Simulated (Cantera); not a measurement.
A freely propagating, adiabatic, planar premixed flame of H2 : O2 : N2 = 1 : 0.333 : 1.25 (molar parts), equivalence ratio 1.5, unburnt at 425 K and 10.0 bar; multicomponent transport, grid criteria slope 0.08 and curve 0.16, no radiation.

Cantera simulation using the H2/O2 subset of GRI-Mech 3.0, which has no nitrogen chemistry; the numbers are that mechanism's predictions, not measurements. The hydrogen kinetics of GRI-Mech 3.0 are dated; newer H2 mechanisms differ, most at raised pressure. Burning velocities carry a grid error of a few per cent, more on coarse grids.

Question: Predict: laminar burning velocity; thermal thickness; peak x(OH); peak x(H2O2); peak x(H); peak x(O).

Answer: 
| Property | Value |
|---|---|
| laminar burning velocity | 449 cm/s |
| thermal thickness | 0.0210 mm |
| peak x(OH) | 0.00757 |
| peak x(H2O2) | 0.000167 |
| peak x(H) | 0.0342 |
| peak x(O) | 0.00261 |
